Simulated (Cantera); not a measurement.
An isothermal, constant-pressure homogeneous reactor starts with C2H6 : N2 = 1 : 1.6 (molar parts), at 1698 K and 615 Torr.

Detailed kinetics in Cantera: GRI-Mech 3.0 (53 species, 325 reactions). GRI-Mech 3.0 stops at C3 and has no aromatics, soot or wall deposition, so with more carbon than oxygen in the feed, carbon stays in small species such as C2H2 where larger ones or solid carbon would form.

Question: Predict: x(C2H6) at 4.00 s; x(CH2) at 4.00 s; x(CH4) at 4.00 s; x(CH3) at 4.00 s; x(H) at 4.00 s; x(C2H4) at 4.00 s.

Answer: 
```
Quantity                                               Value
-----------------  -----------------------------------------
x(C2H6) at 4.00 s    2.79e-6 (gas-phase equilibrium 2.03e-6)
x(CH2) at 4.00 s     1.70e-8 (gas-phase equilibrium 1.44e-8)
x(CH4) at 4.00 s       0.0132 (gas-phase equilibrium 0.0113)
x(CH3) at 4.00 s     6.63e-5 (gas-phase equilibrium 5.65e-5)
x(H) at 4.00 s     0.000104 (gas-phase equilibrium 0.000104)
x(C2H4) at 4.00 s    0.00355 (gas-phase equilibrium 0.00257)
```
